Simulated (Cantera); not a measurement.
## Thermodynamics of sublimation and decomposition of ceramics, feed AlN + H₂

A closed system holds: 1 mol AlN, 0.027 mol H₂, held at 0.730 bar.

These are equilibrium values from Cantera (NASA tables, ideal gas, pure condensed phases), not measurements of a reactor. Candidate condensed phases: Al, AlN; 13 gas species. The numbers say what is thermodynamically allowed, not how fast it happens.

```tsv
T (K)	x H₂	x Al	x N₂	x H	x AlH	x Al₂	x NH₃	n AlN(s)
1473	1.000	1.15e-7	1.15e-7	1.48e-5	1.32e-7	<1e-12	1.66e-8	1.00
1573	1.000	1.09e-6	9.52e-7	4.76e-5	8.53e-7	4.43e-12	3.58e-8	1.00
1673	1.000	7.83e-6	6.09e-6	0.000133	4.41e-6	1.05e-10	6.99e-8	1.00
1773	1.000	4.49e-5	3.18e-5	0.000333	1.88e-5	1.70e-9	1.27e-7	1.000
1873	0.999	0.000212	0.000140	0.000755	6.81e-5	2.03e-8	2.17e-7	1.000
1973	0.997	0.000849	0.000532	0.00158	0.000215	1.85e-7	3.52e-7	1.000
2073	0.992	0.00296	0.00178	0.00307	0.000603	1.35e-6	5.44e-7	1.000
2173	0.978	0.00917	0.00535	0.00559	0.00153	8.16e-6	7.97e-7	1.000
2273	0.947	0.0256	0.0146	0.00957	0.00351	4.17e-5	1.10e-6	0.999
2373	0.875	0.0655	0.0366	0.0153	0.00734	0.000185	1.36e-6	0.998
2473	0.724	0.155	0.0849	0.0222	0.0136	0.000725	1.40e-6	0.994
2573	0.425	0.342	0.184	0.0262	0.0201	0.00255	8.37e-7	0.978
2673	0.0118	0.640	0.329	0.00651	0.00550	0.00659	4.71e-9	0
```
x: gas mole fraction; n: condensed amount in mol.

From 1473 K to 2573 K the condensed part is AlN(s). At 2673 K nothing is condensed. The main Al-bearing gas is AlH at 1473 K and Al at 2673 K.
